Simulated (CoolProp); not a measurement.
Fluorine along the isotherm -90.85 °C: density (kg/m³) from the reference equation and from simpler models built on Tc = -128.7 °C, pc = 52.40 bar, ω = 0.045; each cubic takes its own stable root.

Computed with CoolProp (reference Helmholtz-energy equation of state, de Reuck 1990).

```
p (bar)          phase  reference
-------  -------------  ---------
0.414              gas      1.039
0.608              gas      1.527
0.892              gas      2.242
1.31               gas      3.297
1.92               gas      4.841
2.82               gas      7.129
4.14               gas      10.51
6.08               gas      15.53
8.92               gas      22.98
13.1               gas      34.21
19.2               gas      51.19
28.2               gas      77.62
41.4               gas      119.7
60.8     supercritical      190.0
89.2     supercritical      315.6
131      supercritical      530.5
```

Question: How far does each simpler model (ideal gas, Peng-Robinson) lie from the reference over these 16 states: mean and median of the absolute difference, and the worst?

Answer: 
- ideal gas: mean 8.0 %, median 2.3 %, worst -38.1 % at -90.85 °C and 131 bar
- Peng-Robinson: mean 1.1 %, median 0.5 %, worst +3.6 % at -90.85 °C and 89.2 bar
